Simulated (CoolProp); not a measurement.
cis-2-butene at 293.15 K and 10.4 MPa is throttled through a valve to 0.242 MPa with no heat exchange. Each further row changes one setting.

Computed with CoolProp (reference Helmholtz-energy equation of state, Lemmon 2005). It is a short technical equation, of lower accuracy than the large ones.

| case | temperature change (K) | final phase | final density (kg/m³) |
|---|---|---|---|
| as stated | +3.5 | liquid | 617 |
| outlet pressure 0.0726 MPa | ___ | ___ | ___ |
| outlet pressure 0.315 MPa | +3.5 | liquid | 617 |

What belongs in the gaps?


- outlet pressure 0.0726 MPa, temperature change (K): -24.7
- outlet pressure 0.0726 MPa, final phase: two-phase, vapour fraction 0.146
- outlet pressure 0.0726 MPa, final density (kg/m³): 12.7
